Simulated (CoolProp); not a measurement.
Vapour pressure (MPa) of benzene: the reference equation beside estimates from Tc = 562.0 K, pc = 4.906 MPa, ω = 0.211.

Computed with CoolProp (reference Helmholtz-energy equation of state, Thol 2012).

| T (K) | reference | Redlich-Kwong | Peng-Robinson |
|---|---|---|---|
| 314.9 | 0.02619 | 0.04713 | 0.02731 |
| 324.6 | 0.03825 | 0.06655 | ___ |
| 334.3 | 0.05441 | 0.09166 | 0.05561 |
| 344 | 0.07561 | 0.1235 | 0.07671 |
| 353.7 | 0.1028 | 0.1630 | ___ |
| 363.4 | 0.1372 | 0.2114 | 0.1378 |
| 373.1 | ___ | 0.2697 | ___ |
| 382.8 | 0.2322 | 0.3391 | 0.2318 |
| 392.6 | 0.2961 | 0.4216 | 0.2950 |
| 402.3 | 0.3717 | 0.5166 | ___ |
| 412 | 0.4609 | 0.6260 | 0.4586 |
| 421.7 | 0.5654 | 0.7509 | 0.5625 |
| 431.4 | 0.6866 | 0.8924 | 0.6834 |

Task: Fill in the missing entries.

Result: 
- 324.6, Peng-Robinson: 0.03945
- 353.7, Peng-Robinson: 0.1037
- 373.1, reference: 0.1799
- 373.1, Peng-Robinson: 0.1801
- 402.3, Peng-Robinson: 0.3699

Absolute difference from the reference over all 13 rows, mean and median: Redlich-Kwong 51.9 and 49.9 %, Peng-Robinson 1.2 and 0.5 %.
